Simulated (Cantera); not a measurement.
A Cantera script and what it prints.

```python
import numpy as np
import cantera as ct

gas_names = [...]  # 109 gases of nasa_gas.yaml made of C, Cl, H, Si
cond_names = """
    C(gr) C6H6(L) C7H8(L) C8H18(L),n-octa Si(cr) Si(L) SiC(b)
""".split()


# ... load() reads the species with a 1 bar reference pressure and builds the phases ...
atoms = {
    'SiH2Cl2': {'Si': 1, 'H': 2, 'CL': 2},
    'HCl': {'H': 1, 'CL': 1},
    'H2': {'H': 2},
    'C3H8': {'C': 3, 'H': 8},
}
top_T = {'C(gr)': 4500, 'SiC(b)': 3050}  # K; cautious upper limits of use, not melting points


# ... equilibrate(T, P, feed) seeds the gas with the atoms and calls Mixture.equilibrate('TP', solver="vcs", rtol=1e-11, max_steps=5000) ...
results = []
feed = {'SiH2Cl2': 1, 'HCl': 2.4, 'H2': 290, 'C3H8': 0.021}  # mol
T = 1573.15  # K
P = 4300  # Pa
mix = equilibrate(T, P, feed)
results.append((T, P, feed, dict(zip(mix.species_names, mix.species_moles))))
print(gas.report(threshold=0.0001))
for i in range(1, mix.n_phases):
    print(f"{mix.phase(i).name:16s} {mix.phase_moles(i):12.5e} mol")
```

Output:

```
       temperature   1573.2 K
          pressure   4300 Pa
           density   0.00083787 kg/m^3
  mean mol. weight   2.5487 kg/kmol
   phase of matter   gas

                          1 kg             1 kmol
                     ---------------   ---------------
          enthalpy        1.4684e+07        3.7424e+07  J
   internal energy        9.5517e+06        2.4344e+07  J
           entropy             81678        2.0817e+05  J/K
    Gibbs function       -1.1381e+08       -2.9006e+08  J
 heat capacity c_p             12824             32685  J/K
 heat capacity c_v            9562.2             24371  J/K

                      mass frac. Y      mole frac. X     chem. pot. / RT
                     ---------------   ---------------   ---------------
                 H         7.711e-05        0.00019497           -10.952
               HCL            0.1952          0.013646           -40.046
                H2           0.77954           0.98551           -21.904
             SiCL2          0.024849        0.00063981           -62.892
     [ +105 minor]        0.00033642        1.3995e-05

C(gr)             0.00000e+00 mol
Si(cr)            7.45511e-01 mol
SiC(b)            6.27812e-02 mol
```

Method: chemical equilibrium by Gibbs-energy minimisation in Cantera with the NASA 1993 tables (ideal gas, pure condensed phases). Mutual solubility and eutectic melting of coexisting phases are not modelled.
